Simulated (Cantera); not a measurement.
Mixture: C2H4 : O2 : N2 : CO2 : H2O = 1 : 1.88 : 7.05 : 0.25 : 0.17 (molar parts), at 3750 Torr, adiabatic and at constant pressure. Ignition delay is the time to a rise of 400 K.

Computed with Cantera and GRI-Mech 3.0 (53 species, 325 reactions). GRI-Mech 3.0 was tuned for natural gas; its chemistry of ethylene as a main component is partial and can be far from experiment.

Problem. Predict: delay at 1125 K; delay at 1225 K; delay at 1325 K; delay at 1425 K; delay at 1525 K; delay at 1625 K; apparent activation energy between 1425 and 1625 K.

Solution. 
```json
{
 "delay at 1125 K": "4.57 ms",
 "delay at 1225 K": "0.401 ms",
 "delay at 1325 K": "49.9 µs",
 "delay at 1425 K": "13.3 µs",
 "delay at 1525 K": "6.62 µs",
 "delay at 1625 K": "4.17 µs",
 "apparent activation energy between 1425 and 1625 K": "110 kJ/mol"
}
```
